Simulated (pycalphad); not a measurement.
CALPHAD calculation (pycalphad, COST 507 light-alloy database (1999)), 1 atm. These are 1990s assessments: newer ones move some temperatures and phases. Phase fractions are per mole of atoms.

Give the equilibrium state of Al-12.7N (at.%) at 1077 °C.

LIQUID, fraction 0.747, with 0.06 N at.%; ALN, fraction 0.253, with 50.0 N at.%.

Give the equilibrium state of Al-12.7N (at.%) at 427 °C.

FCC_A1, fraction 0.746, with <0.01 N at.%; ALN, fraction 0.254, with 50.0 N at.%.

Database names, with the compositions (at.%) that they take in these runs: ALN: Al 50 N 50. FCC_A1 is fcc.
